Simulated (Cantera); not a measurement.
## Adiabatic ignition

An adiabatic, constant-pressure homogeneous reactor starts with 2.00 % C2H4, 20.0 % O2, 75.0 % N2, 2.99 % H2O, at 1375 K and 8.40 bar.

Detailed kinetics in Cantera: GRI-Mech 3.0 (53 species, 325 reactions). GRI-Mech 3.0 was tuned for natural gas; its chemistry of ethylene as a main component is partial and can be far from experiment.

| t (s) | T (K) | x C2H4 | x O2 | x H2O | x H2 | x CH2CO | x HCN |
|---|---|---|---|---|---|---|---|
| 3.00e-6 | 1375 | 0.0200 | 0.200 | 0.0299 | 1.16e-7 | 1.13e-8 | <1e-12 |
| 1.33e-5 | 1375 | 0.0200 | 0.200 | 0.0299 | 8.32e-7 | 1.36e-6 | <1e-12 |
| 5.91e-5 | 2033 | <1e-12 | 0.140 | 0.0678 | 0.000233 | <1e-12 | 6.48e-12 |
| 0.000262 | 2073 | <1e-12 | 0.139 | 0.0692 | 3.17e-5 | <1e-12 | <1e-12 |
| 0.00116 | 2073 | <1e-12 | 0.139 | 0.0692 | 3.15e-5 | <1e-12 | <1e-12 |
| 0.00516 | 2072 | <1e-12 | 0.139 | 0.0692 | 3.15e-5 | <1e-12 | <1e-12 |
| 0.0229 | 2072 | <1e-12 | 0.139 | 0.0692 | 3.14e-5 | <1e-12 | <1e-12 |
| 0.102 | 2069 | <1e-12 | 0.139 | 0.0692 | 3.09e-5 | <1e-12 | <1e-12 |
| 0.451 | 2062 | <1e-12 | 0.137 | 0.0692 | 2.94e-5 | <1e-12 | <1e-12 |
| 2.00 | 2057 | <1e-12 | 0.136 | 0.0692 | 2.85e-5 | <1e-12 | <1e-12 |
x: mole fraction; the columns are a selection and need not sum to one.

| Quantity | Value |
|---|---|
| time of steepest temperature rise | 32.4 µs |
| temperature at 2.00 s | 2057 K |
| equilibrium temperature | 2057 K |
| x(C2H4) at 2.00 s | <1e-12 (gas-phase equilibrium <1e-12) |
| x(O2) at 2.00 s | 0.136 (gas-phase equilibrium 0.136) |
| x(H2O) at 2.00 s | 0.0692 (gas-phase equilibrium 0.0692) |
